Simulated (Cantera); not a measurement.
Input (Python, Cantera) and output of one run.

```python
import numpy as np
import cantera as ct

gas_names = """
    H HI HO2 H2 H2O H2O2 I I2 Mg MgH MgI MgI2 MgO MgOH MgO2H2 Mg2 O OH O2 O3
""".split()
cond_names = """
    H2O(s) H2O(L) I2(cr) I2(L) Mg(cr) Mg(L) MgI2(s) MgI2(L) MgO(s) MgO(L) MgO2H2(s)
""".split()


# ... load() reads the species with a 1 bar reference pressure and builds the phases ...
atoms = {
    'MgO': {'Mg': 1, 'O': 1},
    'HI': {'H': 1, 'I': 1},
}
top_T = {}  # K; cautious upper limits of use, not melting points


# ... equilibrate(T, P, feed) seeds the gas with the atoms and calls Mixture.equilibrate('TP', solver="vcs", rtol=1e-11, max_steps=5000) ...
results = []
feed = {'MgO': 1, 'HI': 0.46}  # mol
P = 1333.22  # Pa
for T in [750, 800, 850, 900, 950, 1000, 1050, 1100, 1150, 1200]:
    mix = equilibrate(T, P, feed)
    results.append((T, P, feed, dict(zip(mix.species_names, mix.species_moles))))
    x = sorted(zip(gas.X, gas.species_names), reverse=True)
    print(f"T = {T:g} K  P = {P:g} Pa  gas = {mix.phase_moles(0):.4g} mol")
    print("   x: " + "  ".join(f"{s} {v:.3e}" for v, s in x if v > 1e-05))
    print("   condensed (mol): " + ("  ".join(f"{mix.phase(i).name} {mix.phase_moles(i):.4g}"
          for i in range(1, mix.n_phases) if mix.phase_moles(i) > 1e-12) or "none"))
```

Result:

```
T = 750 K  P = 1333.22 Pa  gas = 0.4617 mol
   x: HI 7.717e-01  H2 1.120e-01  I2 1.084e-01  I 7.313e-03  MgI2 2.906e-04  H2O 2.906e-04
   condensed (mol): MgO(s) 0.9999
T = 800 K  P = 1333.22 Pa  gas = 0.4637 mol
   x: HI 7.534e-01  H2 1.188e-01  I2 1.108e-01  I 1.592e-02  H2O 5.790e-04  MgI2 5.790e-04
   condensed (mol): MgO(s) 0.9997
T = 850 K  P = 1333.22 Pa  gas = 0.4673 mol
   x: HI 7.305e-01  H2 1.259e-01  I2 1.102e-01  I 3.128e-02  MgI2 1.051e-03  H2O 1.051e-03
   condensed (mol): MgO(s) 0.9995
T = 900 K  P = 1333.22 Pa  gas = 0.4733 mol
   x: HI 7.008e-01  H2 1.339e-01  I2 1.058e-01  I 5.601e-02  H2O 1.755e-03  MgI2 1.755e-03
   condensed (mol): MgO(s) 0.9992
T = 950 K  P = 1333.22 Pa  gas = 0.4822 mol
   x: HI 6.623e-01  H2 1.431e-01  I2 9.710e-02  I 9.207e-02  H2O 2.716e-03  MgI2 2.716e-03
   condensed (mol): MgO(s) 0.9987
T = 1000 K  P = 1333.22 Pa  gas = 0.4945 mol
   x: HI 6.140e-01  H2 1.542e-01  I 1.396e-01  I2 8.437e-02  H2O 3.919e-03  MgI2 3.919e-03
   condensed (mol): MgO(s) 0.9981
T = 1050 K  P = 1333.22 Pa  gas = 0.5101 mol
   x: HI 5.567e-01  I 1.964e-01  H2 1.673e-01  I2 6.909e-02  H2O 5.289e-03  MgI2 5.289e-03
   condensed (mol): MgO(s) 0.9973
T = 1100 K  P = 1333.22 Pa  gas = 0.5281 mol
   x: HI 4.930e-01  I 2.578e-01  H2 1.823e-01  I2 5.339e-02  H2O 6.714e-03  MgI2 6.714e-03
   condensed (mol): MgO(s) 0.9965
T = 1150 K  P = 1333.22 Pa  gas = 0.5473 mol
   x: HI 4.270e-01  I 3.189e-01  H2 1.987e-01  I2 3.923e-02  H2O 8.064e-03  MgI2 8.064e-03
   condensed (mol): MgO(s) 0.9956
T = 1200 K  P = 1333.22 Pa  gas = 0.5663 mol
   x: I 3.755e-01  HI 3.629e-01  H2 2.155e-01  I2 2.774e-02  H2O 9.232e-03  MgI2 9.232e-03
   condensed (mol): MgO(s) 0.9948
```

Method: chemical equilibrium by Gibbs-energy minimisation in Cantera with the NASA 1993 tables (ideal gas, pure condensed phases).
